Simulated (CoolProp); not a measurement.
Vapour-liquid equilibrium of toluene (1) + n-octane (2) at 326.8 K; x and y are mole fractions of (1).

The numbers come from the multi-fluid Helmholtz-energy mixture model, Lemmon 2006 and Beckmüller 2019; pair parameters Bell 2016 in CoolProp.

### Question
Give the bubble pressure and the first vapour's composition at x = 0.05, 0.55, 0.85. Is there an azeotrope?

### Answer
x = 0.05: 0.08533 bar, y = 0.115; x = 0.55: 0.1263 bar, y = 0.683; x = 0.85: 0.1393 bar, y = 0.884. No azeotrope shows between x = 0.05 and 0.95.

Pair parameters are fitted to limited data, so mixtures are less certain than the pure fluids.
